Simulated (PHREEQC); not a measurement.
A solution holds 0.027 mol CdSO4, 0.051 mol Na2SO4 and 0.11 mol H2SO4 per kg of water, at 45 °C. Closed to the air; pH follows from the charge balance.

Model: ion-association model, wateq4f.dat, run in PHREEQC.

No solid was allowed to form.

Q: Order these Cd species by the share of Cd that they hold, largest first: CdSO4, Cd(SO4)2-2, Cd+2.

A: Cd+2 (50 %), CdSO4 (38 %), Cd(SO4)2-2 (12 %)

The pH is 1.16 and the ionic strength 0.264 mol/kgw. At this temperature some constants are extrapolated from 25 °C, and those without enthalpy data are left unchanged.
